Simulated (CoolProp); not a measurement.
A Linde-Hampson liquefier for nitrogen: isothermal reversible compression at 250 K from 1 atm to 20 MPa, throttling to 1 atm, return gas leaving the recuperator 0 K below the feed. Each further row changes one setting.

Model: reference Helmholtz-energy equation of state, Span 2000, in CoolProp.

| case | liquid yield per pass | compression work (kJ/kg of gas) |
|---|---|---|
| as stated | 0.128 | 386 |
| high pressure 40 MPa | 0.155 | ___ |
| warm-end temperature 280 K | ___ | 438 |
| warm-end gap 5 K | ___ | 386 |

Question: Some entries are withheld; supply them.

Answer: 
- high pressure 40 MPa, compression work (kJ/kg of gas): 443
- warm-end temperature 280 K, liquid yield per pass: 0.092
- warm-end gap 5 K, liquid yield per pass: 0.116
